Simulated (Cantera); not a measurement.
Input: 1 mol CH2F2, 0.27 mol HCl, 0.37 mol H2, 0.06 mol CH4, held at 1.00 Torr.

Equilibrium computed with Cantera from the NASA thermochemical tables; the gas is ideal and each condensed phase is pure. Candidate condensed phases: C, C6H6, C7H8, C8H18; 118 gas species. The numbers say what is thermodynamically allowed, not how fast it happens. All values below are at 1198 K.

Base state: HF 0.725, H2 0.178, HCl 0.0978 (mole fractions); condensed: C(graphite).

Problem. What changes in the equilibrium state with this change: CH2F2 replaced by CCl4?

Solution. 
| species | before | after |
|---|---|---|
| Cl2 | <1e-9 | 0.479 |
| HCl | 0.0978 | 0.433 |
| Cl | 1.05e-6 | 0.0877 |
| HF | 0.725 | 0 |
| H2 | 0.178 | <1e-9 |
| C(graphite), mol | 1.06 | 1.06 |

Problem. What changes in the equilibrium state with this change: CH2F2 replaced by CH3Cl?

Solution. 
```tsv
species	before	after
H2	0.178	0.540
HCl	0.0978	0.460
HF	0.725	0
C(graphite), mol	1.06	1.06
```
